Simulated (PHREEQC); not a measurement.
Solution (20 °C): 0.024 mol ZnSO4 and 0.081 mol Na2SO4 per kg of water. Closed to the air; pH follows from the charge balance.

The numbers come from PHREEQC with the ion-association model, wateq4f.dat.

### Question
The ionic strength comes out as 0.248 mol/kgw. What activity coefficients do Na+, SO4-2, ZnOH+, NaSO4-, H+ get?

### Answer
Na+ 0.73, SO4-2 0.27, ZnOH+ 0.74, NaSO4- 0.73, H+ 0.79.

No solid was allowed to form. Species that the database lacks are ignored.
